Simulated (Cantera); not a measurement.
An isothermal, constant-pressure homogeneous reactor starts with NO : N2 = 1 : 6.8 (molar parts), at 1825 K and 0.0890 bar. Integrator tolerance rtol = 1e-08.

Model: GRI-Mech 3.0 (53 species, 325 reactions), integrated in Cantera.

| quantity | before | after |
|---|---|---|
| x(NO) at 60.0 s | 0.0631 (gas-phase equilibrium 0.00270) | 0.121 (gas-phase equilibrium 0.00128) |
| x(N2O) at 60.0 s | 1.54e-6 (gas-phase equilibrium 5.02e-8) | 5.14e-6 (gas-phase equilibrium 2.48e-8) |
| x(O) at 60.0 s | 9.52e-5 (gas-phase equilibrium 0.000130) | 4.51e-6 (gas-phase equilibrium 1.62e-5) |
| x(NO2) at 60.0 s | 1.77e-5 (gas-phase equilibrium 1.05e-6) | 1.95e-5 (gas-phase equilibrium 7.96e-7) |
| x(O2) at 60.0 s | 0.0325 (gas-phase equilibrium 0.0627) | 0.00364 (gas-phase equilibrium 0.0635) |
| x(N2) at 60.0 s | 0.904 (gas-phase equilibrium 0.934) | 0.875 (gas-phase equilibrium 0.935) |

Problem. Which change was made?
A) NO 1 to 1.4 parts
B) N2 6.8 to 51 parts
C) N2 6.8 to 24 parts
D) temperature 1825 to 1623 K

Solution. D, temperature 1825 to 1623 K
